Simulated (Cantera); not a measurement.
Silicon oxide and oxynitride deposition: SiCl₄ + O₃ + H₂

Feed: 1 mol SiCl₄, 0.77 mol O₃, 9 mol H₂, equilibrated at 1.00 bar.

Method: chemical equilibrium by Gibbs-energy minimisation in Cantera with the NASA 1993 tables (ideal gas, pure condensed phases). Candidate condensed phases: H₂O, Si, SiO₂; 30 gas species. The tables hold silica as quartz up to 1696 K and as liquid above; real silica turns to tridymite and cristobalite and melts near 1996 K. Gases not in the tables: Si(OH)₄. Rates play no part.

```
T (°C)  log p H₂  log p HCl  log p H₂O  log p H  log p Cl  log p SiCl₄  log p Cl₂  log p OH  n SiO₂(α-quartz)  n SiO₂(β-quartz)
------  --------  ---------  ---------  -------  --------  -----------  ---------  --------  ----------------  ----------------
450        -0.22      -0.44      -1.55     <-12      <-12         <-12       <-12      <-12              1.00                 0
525        -0.22      -0.44      -1.55   -11.68    -11.89       -11.71       <-12      <-12              1.00                 0
600        -0.22      -0.44      -1.55   -10.44    -10.67       -10.98       <-12      <-12                 0              1.00
675        -0.22      -0.44      -1.55    -9.39     -9.63       -10.38     -11.73      <-12                 0              1.00
750        -0.22      -0.44      -1.55    -8.49     -8.75        -9.86     -10.97      <-12                 0              1.00
825        -0.22      -0.44      -1.55    -7.71     -7.99        -9.42     -10.31    -11.41                 0              1.00
900        -0.22      -0.44      -1.55    -7.04     -7.32        -9.03      -9.73    -10.53                 0              1.00
975        -0.22      -0.44      -1.55    -6.44     -6.73        -8.69      -9.23     -9.76                 0              1.00
1050       -0.22      -0.44      -1.55    -5.91     -6.21        -8.40      -8.78     -9.08                 0              1.00
1125       -0.22      -0.44      -1.55    -5.43     -5.74        -8.13      -8.38     -8.47                 0              1.00
```
log p: log10 of the partial pressure in bar; n: condensed amount in mol.

From 450 °C to 525 °C the condensed part is SiO₂(α-quartz). From 600 °C to 1125 °C the condensed part is SiO₂(β-quartz).
